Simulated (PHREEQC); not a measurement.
A solution holds 0.0025 mol/kgw KOH, 0.24 mol/kgw Al(NO3)3 and 0.0048 mol/kgw CO2, at 25 °C. Closed to the air; pH follows from the charge balance.

All values are PHREEQC results (ion-association model, phreeqc.dat), not measurements.

This is a speciation only: nothing precipitates in the calculation.

Task: What pH does the model give?

Result: pH 3.52.

Task: In which forms is Al present?

Result: Al+3 99 %, AlOH+2 1.2 % of the Al.

The solution is supersaturated, for example in Gibbsite (slow to form), so a real one may precipitate; this is no full list. Ionic strength above about 0.7 mol/kgw puts this run outside the model's range. Complexes and solids missing from the database can't appear.
